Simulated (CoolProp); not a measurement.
A single-stage vapour-compression cycle with C3F8 (R218): evaporating at 206.15 K (dew point), condensing at 258.15 K (bubble point), superheat 10 K, subcooling 2 K, compressor efficiency 0.9, no pressure losses. Each further row changes one setting.

Model: reference Helmholtz-energy equation of state, Lemmon 2006, in CoolProp. It is a short technical equation, of lower accuracy than the large ones.

| case | cooling COP | pressure ratio | discharge temperature (K) | refrigerating effect (kJ/kg) | volumetric capacity (kJ/m³) |
|---|---|---|---|---|---|
| as stated | 2.65 | 12.2 | 261.6 | 73.6 | 158 |
| evaporating temperature 211.15 K | (withheld) | 8.97 | 261.5 | 76.7 | 220 |
| condensing temperature 253.15 K | 3.08 | 10.1 | 257.8 | 78.7 | 169 |
| subcooling 7 K | (withheld) | 12.2 | 261.6 | 78.7 | 169 |
| superheat 20 K | 2.75 | 12.2 | 271.7 | 80.2 | (withheld) |
| compressor efficiency 0.8 | 2.36 | 12.2 | 266.0 | 73.6 | 158 |

Problem. Complete the blanks.

Solution. 
- evaporating temperature 211.15 K, cooling COP: 3.12
- subcooling 7 K, cooling COP: 2.84
- superheat 20 K, volumetric capacity (kJ/m³): 165
